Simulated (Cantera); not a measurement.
Input: 1 mol SiCl4, 1.5 mol H2, 0.6 mol HCl, equilibrated at 625 K and 10000 Pa.

Method: chemical equilibrium by Gibbs-energy minimisation in Cantera with the NASA 1993 tables (ideal gas, pure condensed phases). Candidate condensed phases: Si; 19 gas species. Equilibrium is a limit: real reactors are often held back by kinetics, nucleation or transport.

Base state: H2 0.484, SiCl4 0.323, HCl 0.194, SiHCl3 3.90e-5 (mole fractions); condensed: gas only.

Question: What changes in the equilibrium state with this change: SiCl4 replaced by Si?

Answer: 
```csv
species,before,after
H2,0.484,0.916
SiCl4,0.323,0.0585
SiHCl3,3.90e-5,0.0248
HCl,0.194,0.000105
SiH2Cl2,<1e-9,0.000566
"Si(s), mol",0,0.838
```
